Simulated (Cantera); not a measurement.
Input: 1 mol SiCl4, a varied amount of NH3, 5.3 mol N2, held at 1025 K and 300 Pa.

These are equilibrium values from Cantera (NASA tables, ideal gas, pure condensed phases), not measurements of a reactor. Candidate condensed phases: NH4Cl, Si, Si3N4; 28 gas species. The tables' values for SiCl3 are old estimates; treat these amounts as uncertain. Kinetics and transport are ignored.

x: gas mole fraction; n: condensed amount in mol.

```
n(NH3) (mol)   x H2   x N2   x HCl   x SiCl4  x SiHCl3  x SiCl3  x SiCl2  n Si3N4(s)
------------  -----  -----  ------  --------  --------  -------  -------  ----------
3.5           0.250  0.473   0.271   0.00561   4.44e-5  3.86e-5  5.55e-6       0.307
4.4           0.304  0.445   0.248   0.00277   2.92e-5  2.30e-5  3.98e-6       0.319
5.6           0.362  0.418   0.219   0.00125   1.76e-5  1.28e-5  2.73e-6       0.326
7.1           0.416  0.393   0.190  0.000548   1.03e-5  6.96e-6  1.85e-6       0.329
9             0.467  0.371   0.161  0.000237   5.89e-6  3.75e-6  1.24e-6       0.331
11            0.507  0.354   0.139  0.000115   3.60e-6  2.20e-6  8.76e-7       0.332
15            0.560  0.331       …         …         …  9.50e-7        …       0.333
18            0.586  0.320  0.0937   1.89e-5   1.02e-6  5.76e-7  3.67e-7       0.333
23            0.617  0.307  0.0760   7.56e-6   5.28e-7  2.92e-7  2.35e-7       0.333
30            0.645  0.295       …         …         …  1.38e-7        …       0.333
38            0.666  0.286  0.0484   1.12e-6   1.33e-7  7.07e-8  9.29e-8       0.333
48            0.682  0.279  0.0390   4.57e-7   6.87e-8  3.62e-8  5.97e-8       0.333
```

Task: Some entries are withheld; supply them.

Result: 
- 30, x HCl: 0.0600
- 30, x SiCl4: 2.77e-6
- 30, x SiHCl3: 2.56e-7
- 30, x SiCl2: 1.44e-7
- 15, x HCl: 0.109
- 15, x SiCl4: 3.71e-5
- 15, x SiHCl3: 1.64e-6
- 15, x SiCl2: 5.08e-7
